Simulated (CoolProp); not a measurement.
Vapour-liquid equilibrium of propane (1) + R114 (2) at 36.05 °C; x and y are mole fractions of (1).

Values from CoolProp's multi-fluid Helmholtz-energy mixture model, Lemmon 2009 and Platzer 1990; pair parameters Bell 2016. This equation is an older, rougher fit; its heat capacities, sound speeds and derivatives of the liquid may be far off and weren't checked against measurements.

| x | bubble pressure, mixture model (bar) | bubble pressure, Raoult's law (bar) | y, mixture model | y, Raoult's law |
|---|---|---|---|---|
| 0.05 | 3.646 | 3.489 | 0.197 | 0.179 |
| 0.15 | 4.812 | 4.436 | 0.432 | 0.422 |
| 0.25 | 5.871 | 5.383 | 0.569 | 0.580 |
| 0.35 | 6.843 | 6.330 | 0.663 | 0.690 |
| 0.45 | 7.753 | 7.277 | 0.733 | 0.772 |
| 0.55 | 8.620 | 8.224 | 0.791 | 0.835 |
| 0.65 | 9.466 | 9.171 | 0.841 | 0.885 |
| 0.75 | 10.31 | 10.12 | 0.888 | 0.926 |
| 0.85 | 11.16 | 11.07 | 0.932 | 0.959 |
| 0.95 | 12.04 | 12.01 | 0.977 | 0.987 |

The largest gap from Raoult's law is +9.1 % in bubble pressure, at x = 0.25. No azeotrope shows between x = 0.05 and 0.95.

The pair parameters rest on a limited set of measurements; away from them the model extrapolates.
